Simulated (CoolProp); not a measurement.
Vapour-liquid equilibrium of cyclohexane (1) + n-octane (2) at 1.47 MPa; x and y are mole fractions of (1).

Model: multi-fluid Helmholtz-energy mixture model, Zhou 2014 and Beckmüller 2019; pair parameters Bell 2016, in CoolProp.

| x | bubble temperature (K) | y at the bubble point | dew temperature at overall composition x (K) | liquid density (mol/L) |
|---|---|---|---|---|
| 0.05 | 529.1 | 0.072 | 530.0 | 3.942 |
| 0.125 | 524.8 | 0.178 | 527.0 | 4.116 |
| 0.2 | 520.4 | 0.279 | 523.8 | 4.296 |
| 0.275 | 516.0 | 0.376 | 520.6 | 4.482 |
| 0.35 | 511.7 | 0.466 | 517.2 | 4.675 |
| 0.425 | 507.5 | 0.550 | 513.7 | 4.875 |
| 0.5 | 503.3 | 0.628 | 510.0 | 5.084 |
| 0.575 | 499.3 | 0.699 | 506.1 | 5.301 |
| 0.65 | 495.3 | 0.764 | 502.1 | 5.527 |
| 0.725 | 491.6 | 0.824 | … | … |
| 0.8 | 487.9 | 0.878 | 493.1 | 6.015 |
| 0.875 | … | 0.927 | 488.1 | 6.278 |
| 0.95 | 481.0 | 0.972 | 482.7 | 6.557 |

Problem. Complete the blanks.

Solution. 
- 0.725, dew temperature at overall composition x (K): 497.7
- 0.725, liquid density (mol/L): 5.765
- 0.875, bubble temperature (K): 484.4

No azeotrope shows between x = 0.05 and 0.95.

The pair parameters rest on a limited set of measurements; away from them the model extrapolates.
